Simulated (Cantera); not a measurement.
Charge: 1 mol FeS2, 0.55 mol H2, 0.54 mol H2O, at 1425 K and 13.3 mbar.

Method: chemical equilibrium by Gibbs-energy minimisation in Cantera with the NASA 1993 tables (ideal gas, pure condensed phases). Candidate condensed phases: Fe, FeO, Fe(OH)2, Fe(OH)3, FeS, FeSO4, FeS2, Fe2O3, Fe2(SO4)3, Fe3O4, H2O, H2SO4, S; 22 gas species. FeS: taken at fixed stoichiometry. Rates play no part.

Base state: H2O 0.337, H2 0.284, S2 0.275, H2S 0.0916, SO2 0.00763, SH 0.00331, SO 0.000959, S2O 0.000573 (mole fractions); condensed: FeS(s).

Q: What changes in the equilibrium state with this change: FeS2 replaced by FeS?

A: 
| species | before | after |
|---|---|---|
| H2 | 0.284 | 0.509 |
| H2O | 0.337 | 0.473 |
| H2S | 0.0916 | 0.0148 |
| S2 | 0.275 | 0.00224 |
| S2O | 0.000573 | 3.64e-6 |
| SO2 | 0.00763 | 0.000421 |
| SO | 0.000959 | 6.77e-5 |
| S | 7.40e-5 | 6.67e-6 |
| FeS(s), mol | 1.000 | 0.978 |
| FeO(s), mol | 0 | 0.0221 |
Metal and sulfide melt together well below either melting point, which pure phases cannot show. Mutual solubility and eutectic melting of coexisting phases are not modelled. The tables' stoichiometric FeO is somewhat more stable than real wüstite, so its field is too wide. FeO, FeS: taken at fixed stoichiometry.
